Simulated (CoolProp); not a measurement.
Saturation properties of R1336mzz(Z).

Values from CoolProp's reference Helmholtz-energy equation of state, McLinden 2020.

| T (K) | p (MPa) | liquid density (kg/m³) | vapour density (kg/m³) | liquid cp (kJ/(kg K)) |
|---|---|---|---|---|
| 242.8 | 0.004521 | 1500 | [?] | 1.105 |
| 248.5 | 0.006469 | [?] | 0.5174 | 1.118 |
| 254.1 | 0.009025 | 1474 | 0.7074 | 1.129 |
| 259.7 | 0.01237 | 1460 | 0.9511 | [?] |
| 265.4 | 0.01677 | 1447 | 1.265 | 1.153 |
| 271 | [?] | 1433 | 1.652 | 1.165 |
| 276.6 | 0.02918 | [?] | 2.128 | 1.176 |
| 282.3 | 0.03789 | [?] | 2.720 | 1.188 |
| 287.9 | 0.04839 | 1391 | 3.423 | 1.200 |
| 293.5 | 0.06110 | 1377 | 4.264 | 1.211 |
| 299.2 | 0.07664 | [?] | 5.281 | 1.223 |

Q: What belongs in the gaps?

A: 
- 242.8, vapour density (kg/m³): 0.3694
- 248.5, liquid density (kg/m³): 1487
- 259.7, liquid cp (kJ/(kg K)): 1.141
- 271, p (MPa): 0.02228
- 276.6, liquid density (kg/m³): 1419
- 282.3, liquid density (kg/m³): 1405
- 299.2, liquid density (kg/m³): 1362

It boils at 306.6 K under 1 atm.
